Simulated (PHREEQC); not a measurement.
# Spent oxide etchant: an equilibrium model

Consider water at 25 °C with 81 mmol/kgw NH4HF2, 2 mmol/kgw H2SiF6 and 12 mmol/kgw H3PO4. Closed to the air; pH follows from the charge balance.

The numbers come from PHREEQC with the ion-association model, wateq4f.dat.

The pH is 3.00, the ionic strength comes out as 0.0842 mol/kgw and the total alkalinity is -105 meq/kg.

| species | molality | activity | log γ |
|---|---|---|---|
| NH4+ | 0.0810 | 0.0641 | -0.102 |
| HF | 0.0614 | 0.0626 | 0.008 |
| F- | 0.0544 | 0.0421 | -0.111 |
| HF2- | 0.0131 | 0.0101 | -0.111 |
| H2PO4- | 0.0108 | 0.00860 | -0.098 |
| H2F2 | 0.0100 | 0.0102 | 0.008 |
| SiF6-2 | 0.00200 | 0.000795 | -0.401 |
| H3PO4 | 0.00123 | 0.00126 | 0.008 |
| H+ | 0.00119 | 0.000992 | -0.080 |
| HPO4-2 | 1.35e-6 | 5.38e-7 | -0.401 |

This is a speciation only: nothing precipitates in the calculation. wateq4f.dat counts part of the HF as a dimer, H2F2, which phreeqc.dat doesn't know; its constant is uncertain. H3PO4, which wateq4f.dat lacks, is added to it with the constant of phreeqc.dat. SiF6-2 is the database's only silicon fluoride.
